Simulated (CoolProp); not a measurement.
Properties of octamethylcyclotetrasiloxane (D4) along the isotherm 346.85 °C.

Model: reference Helmholtz-energy equation of state, Thol 2015, in CoolProp.

```csv
p (MPa),phase,density (kg/m³),cp (kJ/(kg K))
0.144,gas,8.550,2.047
0.289,gas,17.75,2.058
0.433,gas,27.58,2.070
0.577,gas,38.24,2.085
0.722,gas,49.97,2.104
0.866,gas,62.84,2.128
1.01,gas,77.25,2.159
1.15,gas,93.14,2.201
1.3,gas,112.9,2.264
1.44,supercritical,134.9,2.350
1.59,supercritical,164.0,2.495
1.73,supercritical,198.6,2.701
1.88,supercritical,245.6,2.964
2.02,supercritical,294.6,3.073
```
